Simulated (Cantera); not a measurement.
What does this Cantera script print?

```python
import numpy as np
import cantera as ct

gas = ct.Solution("h2o2.yaml")
gas.TPX = 1400, 1333, {'H2': 0.13, 'O2': 1, 'N2': 0.71}
reactor = ct.IdealGasConstPressureReactor(gas, energy="off", clone=False)
net = ct.ReactorNet([reactor])
net.rtol, net.atol = 1e-08, 1e-18
show = ['H2', 'O2', 'O', 'H2O', 'H2O2', 'HO2']
times = np.geomspace(1e-05, 1, 13)

steps = ct.SolutionArray(gas, extra=["t"])
rows = []
print(f"{'t/s':>10s}{'T/K':>9s}{'P/Pa':>11s}" + "".join(f"{s:>11s}" for s in show))
for t in times:
    while net.time < t:
        t_next = net.step()
        steps.append(gas.state, t=t_next)
    rows.append([np.interp(t, steps.t, y) for y in (steps.T, steps.P, *steps(*show).X.T)])
    print(f"{t:10.3e}{rows[-1][0]:9.1f}{rows[-1][1]:11.4g}" + "".join(f"{x:11.3e}" for x in rows[-1][2:]))
rate = np.gradient(steps.T, steps.t)
print("integrator steps:", len(steps.t))
if steps.T.max() > steps.T[0] + 200:
    print(f"time of steepest temperature rise: {steps.t[rate.argmax()]:.4e} s")
gas.TPX = 1400, 1333, {'H2': 0.13, 'O2': 1, 'N2': 0.71}
gas.equilibrate("TP")
print(f"equilibrium (TP): T = {gas.T:.1f} K  " + "  ".join(f"{s} {gas[s].X[0]:.3e}" for s in show))
```

It prints:

```
       t/s      T/K       P/Pa         H2         O2          O        H2O       H2O2        HO2
 1.000e-05   1400.0       1333  7.065e-02  5.435e-01  1.119e-09  1.081e-10  1.169e-12  8.976e-09
 2.610e-05   1400.0       1333  7.065e-02  5.435e-01  6.562e-09  1.655e-09  7.912e-12  2.343e-08
 6.813e-05   1400.0       1333  7.065e-02  5.435e-01  3.618e-08  2.279e-08  5.316e-11  6.112e-08
 1.778e-04   1400.0       1333  7.065e-02  5.435e-01  2.723e-07  3.558e-07  3.496e-10  1.594e-07
 4.642e-04   1400.0       1333  7.062e-02  5.435e-01  1.184e-05  2.119e-05  2.189e-09  4.250e-07
 1.212e-03   1400.0       1333  1.723e-02  5.058e-01  2.464e-02  4.038e-02  1.142e-07  1.877e-06
 3.162e-03   1400.0       1333  2.309e-03  4.913e-01  4.089e-02  5.764e-02  6.440e-08  1.837e-06
 8.254e-03   1400.0       1333  2.181e-03  4.936e-01  3.808e-02  5.875e-02  6.452e-08  1.828e-06
 2.154e-02   1400.0       1333  1.874e-03  4.990e-01  3.176e-02  6.121e-02  6.418e-08  1.792e-06
 5.623e-02   1400.0       1333  1.263e-03  5.087e-01  2.040e-02  6.549e-02  6.032e-08  1.648e-06
 1.468e-01   1400.0       1333  5.170e-04  5.193e-01  7.995e-03  6.988e-02  4.575e-08  1.207e-06
 3.831e-01   1400.0       1333  1.194e-04  5.247e-01  1.810e-03  7.210e-02  2.392e-08  5.463e-07
 1.000e+00   1400.0       1333  2.194e-05  5.262e-01  3.304e-04  7.282e-02  9.448e-09  1.619e-07
integrator steps: 1186
equilibrium (TP): T = 1400.0 K  H2 3.973e-07  O2 5.267e-01  O 5.987e-06  H2O 7.319e-02  H2O2 6.858e-10  HO2 5.236e-08
```

Cantera simulation using the H2/O2 subset of GRI-Mech 3.0, which has no nitrogen chemistry; the numbers are that mechanism's predictions, not measurements. Radical loss at walls, strong at low pressure, is not modelled. The temperature is held fixed by assumption; the heat of reaction is taken as removed at once.
